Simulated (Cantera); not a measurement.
## Carbon deposition, reforming and gasification: C₂H₅OH + H₂O + H₂

A closed system holds: 1 mol C₂H₅OH, 0.23 mol H₂O, 30 mol H₂, at 1330 Pa.

Cantera equilibrium calculation (NASA polynomials, part measured and part estimated; ideal gas, pure solids and liquids). Candidate condensed phases: C, C₆H₆, C₇H₈, C₈H₁₈, H₂O; 110 gas species. The numbers say what is thermodynamically allowed, not how fast it happens.

| T (°C) | log p H₂ | log p H | log p CO | log p C₂H₂ (acetylene) | log p C₂H | log p CH₄ | n C(graphite) |
|---|---|---|---|---|---|---|---|
| 1652 | -1.89 | -3.97 | -3.32 | -5.23 | -9.15 | -7.07 | 0.739 |
| 1702 | -1.90 | -3.81 | -3.33 | -5.08 | -8.76 | -7.14 | 0.727 |
| 1752 | -1.90 | -3.66 | -3.33 | -4.94 | -8.40 | -7.20 | 0.710 |
| 1802 | -1.90 | -3.53 | -3.33 | -4.81 | -8.05 | -7.26 | 0.688 |
| 1852 | -1.91 | -3.39 | -3.33 | -4.68 | -7.72 | -7.32 | 0.660 |
| 1902 | -1.91 | -3.27 | -3.33 | -4.56 | -7.41 | -7.38 | 0.624 |
| 1952 | -1.92 | -3.15 | -3.33 | -4.45 | -7.11 | -7.44 | 0.580 |
| 2002 | -1.92 | -3.03 | -3.34 | -4.34 | -6.83 | -7.50 | 0.525 |
log p: log10 of the partial pressure in bar; n: condensed amount in mol.

From 1652 °C to 2002 °C the condensed part is C(graphite). The main C-bearing gas is CO throughout. The share of C in condensed phases is highest at 1652 °C (37.0 %) and lowest at 2002 °C (26.3 %).
